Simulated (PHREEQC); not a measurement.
Model water analysis in mg/L, 25 °C, pH 1.9, pe 10.9:

```
constituent   mg/L
-----------  -----
Na            28.3
K             76.3
Ca             214
Mg           0.896
Cl            70.5
S(6) as SO4   1790
Cu(2)         4.02
```

Valence states are taken as typed.

All values are PHREEQC results (ion-association model, wateq4f.dat), not measurements.

```
quantity                          before    after
-------------------------------  -------  -------
ionic strength (mol/kgw)          0.0401    0.102
HSO4- (mol/kgw)                  0.00701   0.0176
Ca+2 (mol/kgw)                   0.00353  0.00837
CaSO4 (mol/kgw)                  0.00167  0.00707
SI of Gypsum (CaSO4:2H2O)          -0.49    +0.14
SI of Chalcanthite (CuSO4:5H2O)    -4.35    -3.71
```

**Question.** Name the change that produced these shifts.
A) K from 76.3 to 38.1 mg/L
B) K from 76.3 to 229 mg/L
C) temperature from 25 to 50 °C at the same typed pH
D) all concentrations times 3 at the same typed pH

**Answer.** D, all concentrations times 3 at the same typed pH

Precipitation was switched off in this run. Some of these states are supersaturated (in Gypsum, for instance).
